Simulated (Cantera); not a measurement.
A closed system holds: 1 mol Pb, 0.11 mol CO, 0.16 mol N₂, held at 1027 °C and 60.0 mbar.

Equilibrium computed with Cantera from the NASA thermochemical tables; the gas is ideal and each condensed phase is pure. Candidate condensed phases: C, Pb, PbO, PbO₂, Pb₃O₄; 27 gas species. Kinetics and transport are ignored.

Base state: N₂ 0.567, CO 0.390, Pb 0.0437, CO₂ 4.71e-5 (mole fractions); condensed: C(graphite) + Pb(l).

Question: What changes in the equilibrium state with this change: pressure from 60.0 mbar to 14.0 Pa?

Answer: 
```tsv
species	before	after
Pb	0.0437	0.787
N₂	0.567	0.126
CO	0.390	0.0866
CO₂	4.71e-5	5.43e-9
C(graphite), mol	1.33e-5	0
Pb(l), mol	0.988	0
```
